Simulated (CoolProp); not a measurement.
Methane at 293.15 K and 17 MPa flows at 6.9 m/s in a round tube of 6 mm bore and 0.25 µm roughness, fully developed (64/Re and Nu = 3.66 if laminar; Colebrook and Gnielinski if turbulent). Each further row changes one setting.

Computed with CoolProp (reference Helmholtz-energy equation of state, Setzmann 1991).

```json
[
 {"case": "as stated", "Reynolds number": "331000", "Darcy friction factor": "0.0147", "pressure drop (Pa/m)": "8110", "heat-transfer coefficient (W/(m² K))": "6080", "mass flow (kg/h)": "97.9"},
 {"case": "velocity 13.8 m/s", "Reynolds number": "661000", "Darcy friction factor": "0.0132", "pressure drop (Pa/m)": "29200", "heat-transfer coefficient (W/(m² K))": "11000", "mass flow (kg/h)": "196"},
 {"case": "diameter 12 mm", "Reynolds number": "661000", "Darcy friction factor": "0.0129", "pressure drop (Pa/m)": "3560", "heat-transfer coefficient (W/(m² K))": "5360", "mass flow (kg/h)": "392"}
]
```

Viscosity comes from a separate model (Quiñones-Cisneros 2006). Thermal conductivity comes from a separate model (Friend 1989).
